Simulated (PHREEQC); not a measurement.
Solution (25 °C): 0.42 mol Na2CO3, 0.16 mol KCl and 4.7e-05 mol H4SiO4 per kg of water. Closed to the air; pH follows from the charge balance.

Equilibrium calculation in PHREEQC: Pitzer model, pitzer.dat.

| quantity | before | after |
|---|---|---|
| pH | 11.54 | 11.17 |
| ionic strength (mol/kgw) | 1.42 | 1.41 |
| HCO3- (mol/kgw) | 0.00521 | 0.00896 |
| H3SiO4- (mol/kgw) | 3.79e-5 | 3.46e-5 |
| H2SiO4-2 (mol/kgw) | 8.84e-6 | 1.20e-5 |
| H4SiO4 (mol/kgw) | 3.04e-7 | 3.45e-7 |
| SI of Halite (NaCl) | -2.95 | -2.98 |

### Question
Name the change that produced these shifts.
(A) H4SiO4 from 4.7e-05 to 4.23e-05 mol/kgw
(B) Na2CO3 from 0.42 to 0.084 mol/kgw
(C) temperature from 25 to 55 °C
(D) Na2CO3 from 0.42 to 0.378 mol/kgw
(E) temperature from 25 to 45 °C

### Answer
E, temperature from 25 to 45 °C

Precipitation was switched off in this run. In brines, pH and single-ion activities rest on the MacInnes convention. Away from 25 °C the constants follow the database's enthalpies or fits; those with neither stay at their 25 °C values.
